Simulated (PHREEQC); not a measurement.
Make-up at 25 °C: 0.0031 mol/kgw HCl, 0.018 mol/kgw NiCl2 and 0.00058 mol/kgw MgCl2. Closed to the air; pH follows from the charge balance.

The numbers come from PHREEQC with the ion-association model, wateq4f.dat.

No solid was allowed to form.

What pH does the model give?

pH 2.58.

In which forms is Cl present?

Cl- 98 %, NiCl+ 1.8 % of the Cl.
